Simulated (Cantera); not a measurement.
# Premixed flame

A freely propagating, adiabatic, planar premixed flame of CH3OH : O2 : N2 = 1 : 1.5 : 5.64 (molar parts), equivalence ratio 1.0, unburnt at 300 K and 1000000 Pa; unity-Lewis-number transport, grid criteria slope 0.08 and curve 0.16, no radiation.

Computed with Cantera and GRI-Mech 3.0 (53 species, 325 reactions). GRI-Mech 3.0 was tuned for natural gas; its chemistry of methanol as a main component is partial and can be far from experiment. Unity Lewis numbers drop preferential diffusion, which matters most where H2 and H carry the flame. Burning velocities carry a grid error of a few per cent, more on coarse grids.

```
z (mm)   T (K)  u (m/s)  x CH3OH     x O2    x CH2       x H    x CH3    x NO2
-------  -----  -------  -------  -------  -------  --------  -------  -------
-0.196     301    0.208    0.123    0.184    <1e-8     <1e-8    <1e-8    <1e-8
-0.131     306    0.212    0.122    0.184    <1e-8     <1e-8    <1e-8  3.58e-8
-0.0982    328    0.227    0.121    0.182    <1e-8     <1e-8    <1e-8  1.58e-7
-0.0655    429    0.299    0.113    0.173    <1e-8     <1e-8    <1e-8  7.09e-7
-0.0327    901    0.647   0.0731    0.128    <1e-8     <1e-8  1.38e-8  2.73e-6
-0.0164   1325    0.981   0.0353   0.0846    <1e-8   4.85e-6  1.36e-6  2.72e-6
0         1784     1.36  0.00183   0.0394  2.81e-6   0.00139  4.87e-5  1.71e-7
0.0164    1986     1.50  8.44e-7   0.0208  1.39e-7   0.00252  1.94e-6  2.19e-8
0.0327    2075     1.55    <1e-8   0.0149    <1e-8   0.00168  6.66e-8  2.39e-8
0.0655    2154     1.60    <1e-8   0.0102    <1e-8  0.000890    <1e-8  2.44e-8
0.131     2209     1.64    <1e-8  0.00694    <1e-8  0.000434    <1e-8  2.31e-8
0.262     2243     1.66    <1e-8  0.00489    <1e-8  0.000226    <1e-8  2.08e-8
0.524     2260     1.67    <1e-8  0.00384    <1e-8  0.000149    <1e-8  2.04e-8
```
x: mole fraction of selected species; z is measured from the peak of heat release.

The laminar burning velocity comes out as 20.7 cm/s. The thermal thickness is 0.0655 mm. The peak x(CH2) is 2.86e-6 and the peak x(H) comes out as 0.00279. The peak x(CH3) is 4.88e-5 and the grid points is 126.
